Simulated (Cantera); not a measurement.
An adiabatic, constant-pressure homogeneous reactor starts with CH4 : C2H6 : O2 : N2 = 1 : 0.26 : 2.43 : 24.3 (molar parts), at 1250 K and 0.306 atm.

Model: GRI-Mech 3.0 (53 species, 325 reactions), integrated in Cantera.

x: mole fraction; the columns are a selection and need not sum to one.

| t (s) | T (K) | x CH4 | x C2H6 | x O2 | x C2H | x HO2 | x OH |
|---|---|---|---|---|---|---|---|
| 1.00e-6 | 1250 | 0.0357 | 0.00929 | 0.0868 | <1e-12 | 1.10e-10 | 4.03e-12 |
| 3.35e-6 | 1250 | 0.0357 | 0.00929 | 0.0868 | <1e-12 | 3.81e-10 | 3.42e-11 |
| 1.12e-5 | 1250 | 0.0357 | 0.00929 | 0.0868 | <1e-12 | 1.58e-9 | 2.07e-10 |
| 3.76e-5 | 1250 | 0.0357 | 0.00929 | 0.0868 | <1e-12 | 1.26e-8 | 1.09e-9 |
| 0.000126 | 1250 | 0.0357 | 0.00929 | 0.0868 | <1e-12 | 1.70e-7 | 5.13e-9 |
| 0.000422 | 1250 | 0.0357 | 0.00927 | 0.0868 | <1e-12 | 2.07e-6 | 3.04e-8 |
| 0.00141 | 1250 | 0.0356 | 0.00913 | 0.0867 | <1e-12 | 1.91e-5 | 5.05e-7 |
| 0.00474 | 1309 | ___ | ___ | ___ | 3.10e-10 | ___ | ___ |
| 0.0159 | 2039 | <1e-12 | <1e-12 | 0.00152 | <1e-12 | 1.33e-7 | 0.00262 |
| 0.0532 | 2094 | <1e-12 | <1e-12 | ___ | <1e-12 | ___ | ___ |
| 0.178 | 2103 | <1e-12 | <1e-12 | 6.29e-5 | <1e-12 | 6.64e-9 | 0.000543 |
| 0.597 | 2103 | <1e-12 | <1e-12 | 5.98e-5 | <1e-12 | 6.32e-9 | 0.000530 |
| 2.00 | 2102 | <1e-12 | <1e-12 | 5.94e-5 | <1e-12 | 6.28e-9 | 0.000528 |

Complete the blanks.


- 0.00474, x CH4: 0.0280
- 0.00474, x C2H6: 0.00342
- 0.00474, x O2: 0.0764
- 0.00474, x HO2: 0.000130
- 0.00474, x OH: 2.06e-5
- 0.0532, x O2: 0.000195
- 0.0532, x HO2: 2.02e-8
- 0.0532, x OH: 0.000948
